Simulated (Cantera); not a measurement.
An isothermal, constant-pressure homogeneous reactor starts with 11.7 % H2, 61.3 % O2, 22.7 % N2, 4.29 % H2O, at 1250 K and 0.00490 bar.

Computed with Cantera and the H2/O2 subset of GRI-Mech 3.0, which has no nitrogen chemistry. Radical loss at walls, strong at low pressure, is not modelled. The temperature is held fixed by assumption; the heat of reaction is taken as removed at once.

x: mole fraction; the columns are a selection and need not sum to one.

| t (s) | x H2 | x O2 | x O | x OH | x H2O | x HO2 | x H2O2 |
|---|---|---|---|---|---|---|---|
| 3.00e-6 | 0.117 | 0.613 | 1.80e-12 | 2.31e-12 | 0.0429 | 1.80e-10 | <1e-12 |
| 9.53e-6 | 0.117 | 0.613 | 1.78e-11 | 1.92e-11 | 0.0429 | 5.72e-10 | <1e-12 |
| 3.02e-5 | 0.117 | 0.613 | 1.67e-10 | 1.63e-10 | 0.0429 | 1.81e-9 | <1e-12 |
| 9.60e-5 | 0.117 | 0.613 | 1.44e-9 | 1.24e-9 | 0.0429 | 5.76e-9 | 1.49e-12 |
| 0.000305 | 0.117 | 0.613 | 1.24e-8 | 8.99e-9 | 0.0429 | 1.83e-8 | 1.50e-11 |
| 0.000968 | 0.117 | 0.613 | 3.18e-7 | 2.13e-7 | 0.0429 | 5.86e-8 | 1.49e-10 |
| 0.00307 | 0.110 | 0.609 | … | … | … | … | … |
| 0.00976 | 0.00597 | 0.542 | 0.0484 | 0.00821 | 0.132 | 1.91e-6 | 7.80e-8 |
| 0.0310 | … | 0.548 | … | 0.00783 | 0.137 | 1.94e-6 | 8.21e-8 |
| 0.0984 | 0.00374 | 0.563 | 0.0278 | 0.00661 | 0.149 | 1.94e-6 | 9.02e-8 |
| 0.312 | 0.00124 | 0.581 | 0.00875 | 0.00386 | 0.163 | 1.58e-6 | 8.45e-8 |
| 0.992 | 0.000159 | 0.588 | 0.00110 | 0.00139 | 0.168 | 6.06e-7 | 4.17e-8 |
| 3.15 | 1.82e-5 | 0.589 | 0.000126 | 0.000471 | 0.169 | 1.19e-7 | 1.34e-8 |
| 10.0 | 2.95e-6 | 0.589 | 2.05e-5 | 0.000190 | 0.169 | 2.64e-8 | 4.08e-9 |

Some entries are withheld; supply them.


- 0.00307, x O: 0.00213
- 0.00307, x OH: 0.00139
- 0.00307, x H2O: 0.0477
- 0.00307, x HO2: 1.29e-6
- 0.00307, x H2O2: 7.13e-9
- 0.0310, x H2: 0.00536
- 0.0310, x O: 0.0423
